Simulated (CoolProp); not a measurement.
Vapour-liquid equilibrium of ethylene (1) + ethane (2) at 0.376 MPa; x and y are mole fractions of (1).

Values from CoolProp's multi-fluid Helmholtz-energy mixture model, Smukala 2000 and Bücker 2006; pair parameters Bell 2016.

Q: Give the bubble temperature and the first vapour's composition at x = 0.575, 0.65, 0.95. Is there an azeotrope?

A: x = 0.575: 201.1 K, y = 0.717; x = 0.65: 200.0 K, y = 0.776; x = 0.95: 196.0 K, y = 0.973. No azeotrope shows between x = 0.05 and 0.95.

Pair parameters are fitted to limited data, so mixtures are less certain than the pure fluids.
